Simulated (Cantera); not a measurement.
Feed: 1 mol Fe₃O₄, 0.98 mol CO, 9.1 mol H₂, held at 1125 K and 90.0 mbar.

Cantera equilibrium calculation (NASA polynomials, part measured and part estimated; ideal gas, pure solids and liquids). Candidate condensed phases: C, C₆H₆, C₇H₈, C₈H₁₈, Fe, Fe(CO)₅, FeO, Fe(OH)₂, Fe(OH)₃, Fe₂O₃, Fe₃O₄, H₂O; 114 gas species. Mutual solubility and eutectic melting of coexisting phases are not modelled. The tables' stoichiometric FeO is somewhat more stable than real wüstite, so its field is too wide. FeO: taken at fixed stoichiometry. Rates play no part.

Base state: H₂ 0.729, H₂O 0.174, CO 0.0799, CO₂ 0.0173 (mole fractions); condensed: Fe(α) + FeO(s).

### Question
What changes in the equilibrium state with this change: Fe₃O₄ replaced by Ta₂O₅?

### Answer
```tsv
species	before	after
H₂	0.729	0.902
CO	0.0799	0.0963
CH₄	2.67e-6	0.00108
H₂O	0.174	0.000983
CO₂	0.0173	9.54e-5
Fe(α), mol	0.929	0
FeO(s), mol	2.07	0
Ta₂O₅(s), mol	0	1.00
```
Further candidate phases: Ta, TaC, Ta₂O₅.
